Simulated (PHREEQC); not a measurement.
Make-up at 4.7 °C: 0.0015 mol/kgw HCl, 0.022 mol/kgw Li2SO4 and 0.0072 mol/kgw MgSO4. Closed to the air; pH follows from the charge balance.

Equilibrium calculation in PHREEQC: ion-association model, phreeqc.dat.

Each row changes one thing in this solution. Precipitation was switched off in this run.

```tsv
case	pH	ionic strength (mol/kgw)	SO4-2 (mol/kgw)	LiSO4- (mol/kgw)	HSO4- (mol/kgw)
as made	3.12	0.0809	0.0241	0.00184	0.000604
HCl replaced by AlCl3 at the same molality	…	0.0816	0.0233	0.00178	8.45e-6
MgSO4 replaced by Fe2(SO4)3 at the same molality	…	0.0866	0.0256	…	0.000944
temperature from 4.7 to 90 °C	3.65	0.0695	0.0212	0.00148	0.00122
MgSO4 from 0.0072 to 0.0036 mol/kgw	3.11	0.0721	0.0220	0.00174	0.000582
0.041 mol/kgw (CH3)4NCl added	3.12	0.124	0.0247	0.00166	0.000567
HCl from 0.0015 to 0.003 mol/kgw	2.82	0.0815	0.0236	0.00180	…
Li2SO4 from 0.022 to 0.0198 mol/kgw	3.11	0.0752	0.0223	0.00157	0.000583
```

### Question
Complete the blanks.

### Answer

- HCl replaced by AlCl3 at the same molality, pH: 4.96
- MgSO4 replaced by Fe2(SO4)3 at the same molality, pH: 2.95
- MgSO4 replaced by Fe2(SO4)3 at the same molality, LiSO4- (mol/kgw): 0.00191
- HCl from 0.0015 to 0.003 mol/kgw, HSO4- (mol/kgw): 0.00119

Complexes and solids missing from the database can't appear. Some of these states are supersaturated (in Gibbsite (slow to form), Hematite (slow to form), Goethite (slow to form), for instance). Constants without temperature data keep their 25 °C values here.
